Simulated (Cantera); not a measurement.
# Moist CO burnout

An isothermal, constant-pressure homogeneous reactor starts with 1.36 % CO, 1.27 % O2, 0.0195 % H2O, 97.4 % N2, equivalence ratio 0.54, at 1325 K and 1.60 bar.

Computed with Cantera and GRI-Mech 3.0 (53 species, 325 reactions).

| t (s) | x CO | x O2 | x H2O | x NO2 | x HO2 | x H | x NO |
|---|---|---|---|---|---|---|---|
| 2.00e-5 | 0.0136 | 0.0127 | 0.000195 | <1e-12 | <1e-12 | 1.01e-12 | <1e-12 |
| 5.35e-5 | 0.0136 | 0.0127 | 0.000195 | <1e-12 | 2.69e-12 | 9.19e-12 | <1e-12 |
| 0.000143 | 0.0136 | 0.0127 | 0.000195 | <1e-12 | 2.91e-11 | 6.70e-11 | <1e-12 |
| 0.000382 | 0.0136 | 0.0127 | 0.000195 | <1e-12 | 3.70e-10 | 4.24e-10 | <1e-12 |
| 0.00102 | 0.0136 | 0.0127 | 0.000195 | <1e-12 | 4.23e-9 | 3.10e-9 | <1e-12 |
| 0.00273 | 0.0136 | 0.0127 | 0.000195 | <1e-12 | 1.02e-7 | 7.24e-8 | 1.62e-12 |
| 0.00731 | 0.0117 | 0.0114 | 0.000159 | 6.06e-10 | 1.61e-6 | 4.06e-5 | 1.19e-7 |
| 0.0196 | 0.00317 | 0.00735 | 0.000171 | 1.17e-8 | 1.13e-6 | 2.10e-5 | 2.40e-6 |
| 0.0523 | 0.000589 | 0.00615 | 0.000189 | 3.18e-8 | 5.35e-7 | 2.23e-6 | 3.59e-6 |
| 0.140 | 8.96e-5 | 0.00592 | 0.000194 | 6.62e-8 | 1.73e-7 | 1.69e-7 | 4.07e-6 |
| 0.374 | 1.09e-5 | 0.00588 | 0.000195 | 7.84e-8 | 3.19e-8 | 1.18e-8 | 4.22e-6 |
| 1.00 | 1.19e-6 | 0.00588 | 0.000196 | 4.72e-8 | 4.04e-9 | 8.72e-10 | 4.28e-6 |
x: mole fraction; the columns are a selection and need not sum to one.

Equilibrium at this temperature and pressure: CO 3.57e-8, O2 0.00584, H2O 0.000196, NO2 1.79e-7, HO2 1.60e-10, H 2.15e-11, NO 8.68e-5 (gas phase only).
